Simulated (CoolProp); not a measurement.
A single-stage vapour-compression cycle with R125: evaporating at 208.15 K (dew point), condensing at 278.15 K (bubble point), superheat 2 K, subcooling 8 K, compressor efficiency 0.6, no pressure losses. Each further row changes one setting.

Computed with CoolProp (reference Helmholtz-energy equation of state, Lemmon 2005).

```tsv
case	cooling COP	pressure ratio	discharge temperature (K)	refrigerating effect (kJ/kg)	volumetric capacity (kJ/m³)
as stated	1.30	19.2	325.8	103	294
evaporating temperature 213.15 K	1.48	?	320.5	?	?
condensing temperature 273.15 K	1.46	16.4	319.4	109	312
subcooling 13 K	1.38	19.2	325.8	109	312
superheat 12 K	?	19.2	337.7	109	298
compressor efficiency 0.5	1.08	19.2	343.3	103	294
```

**Question.** Fill in the missing entries.

**Answer.** 
- evaporating temperature 213.15 K, pressure ratio: 14.4
- evaporating temperature 213.15 K, refrigerating effect (kJ/kg): 106
- evaporating temperature 213.15 K, volumetric capacity (kJ/m³): 396
- superheat 12 K, cooling COP: 1.32
